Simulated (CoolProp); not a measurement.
Vapour-liquid equilibrium of isohexane (1) + ethanol (2) at 396.2 K; x and y are mole fractions of (1).

Model: multi-fluid Helmholtz-energy mixture model, Lemmon 2006 and Schroeder 2014; pair parameters Bell 2016, in CoolProp.

```json
[
 {"x": "0.05", "bubble pressure (MPa)": "0.5501", "y at the bubble point": "0.175", "dew pressure at overall composition x (MPa)": "0.4895", "liquid density (mol/L)": "14.03"},
 {"x": "0.2", "bubble pressure (MPa)": "0.6845", "y at the bubble point": "0.396", "dew pressure at overall composition x (MPa)": "0.5637", "liquid density (mol/L)": "11.81"},
 {"x": "0.35", "bubble pressure (MPa)": "0.7300", "y at the bubble point": "0.477", "dew pressure at overall composition x (MPa)": "0.6547", "liquid density (mol/L)": "10.11"},
 {"x": "0.5", "bubble pressure (MPa)": "0.7427", "y at the bubble point": "0.524", "dew pressure at overall composition x (MPa)": "0.7383", "liquid density (mol/L)": "8.805"},
 {"x": "0.65", "bubble pressure (MPa)": "0.7373", "y at the bubble point": "0.576", "dew pressure at overall composition x (MPa)": "0.7072", "liquid density (mol/L)": "7.814"},
 {"x": "0.8", "bubble pressure (MPa)": "0.7005", "y at the bubble point": "0.663", "dew pressure at overall composition x (MPa)": "0.6253", "liquid density (mol/L)": "7.066"},
 {"x": "0.95", "bubble pressure (MPa)": "0.5904", "y at the bubble point": "0.865", "dew pressure at overall composition x (MPa)": "0.5479", "liquid density (mol/L)": "6.498"}
]
```

y crosses x between x = 0.5 and 0.65: the model has an azeotrope there.

Pair parameters are fitted to limited data, so mixtures are less certain than the pure fluids.
